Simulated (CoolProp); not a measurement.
Vapour pressure (kPa) of methane: the reference equation beside estimates from Tc = -82.6 °C, pc = 4599 kPa, ω = 0.011. Clausius-Clapeyron is anchored at -158.95 °C with a constant enthalpy of vaporisation of 8.120 kJ/mol.

Model: reference Helmholtz-energy equation of state, Setzmann 1991, in CoolProp.

```csv
T (°C),reference,Lee-Kesler,Clausius-Clapeyron,van der Waals,Redlich-Kwong,Soave-Redlich-Kwong,Peng-Robinson
-158.95,124.2,122.7,124.2,396.7,92.98,121.3,125.1
-154.45,174.4,172.9,171.8,494.3,138.1,171.5,175.5
-149.95,238.6,237.4,232.0,606.8,197.9,236.0,240.1
-145.45,319.1,318.4,306.8,735.2,275.2,317.3,321.0
-140.95,418.2,418.1,398.0,880.5,372.6,417.7,420.6
-136.45,538.3,538.9,507.5,1043,492.8,539.7,541.5
-131.95,681.9,683.1,637.3,1225,638.4,685.8,686.0
-127.45,851.4,853.2,789.0,1425,812.2,858.7,856.9
-122.95,1049,1052,964.5,1645,1017,1061,1057
-118.45,1279,1281,1165,1886,1254,1295,1288
-113.95,1542,1543,1393,2148,1527,1563,1553
-109.45,1841,1842,1649,2431,1838,1868,1856
-104.95,2181,2181,1934,2737,2189,2213,2199
-100.45,2563,2562,2250,3065,2582,2600,2584
```

Absolute difference from the reference over all 14 rows, mean and median: Lee-Kesler 0.3 and 0.2 %, Clausius-Clapeyron 6.7 and 6.9 %, van der Waals 90.0 and 73.5 %, Redlich-Kwong 8.2 and 5.5 %, Soave-Redlich-Kwong 1.1 and 1.2 %, Peng-Robinson 0.7 and 0.7 %.
